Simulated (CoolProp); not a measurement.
Ethylene at several states: Z from the reference equation and from simpler models built on Tc = 9.2 °C, pc = 50.42 bar, ω = 0.087; each cubic takes its own stable root.

The numbers come from the reference Helmholtz-energy equation of state, Smukala 2000 in CoolProp.

```tsv
T (°C)	p (bar)	phase	reference
34.05	13.3	gas	0.9285
-164.15	89.1	liquid	0.4226
-73.65	89.4	liquid	0.2828
171.25	1.65	gas	0.9976
```

Problem. How far does each simpler model (Redlich-Kwong, Soave-Redlich-Kwong) lie from the reference over these 4 states: mean and median of the absolute difference, and the worst?

Solution. 
- Redlich-Kwong: mean 2.1 %, median 2.1 %, worst +4.1 % at -73.65 °C and 89.4 bar
- Soave-Redlich-Kwong: mean 2.1 %, median 1.8 %, worst +4.7 % at -164.15 °C and 89.1 bar
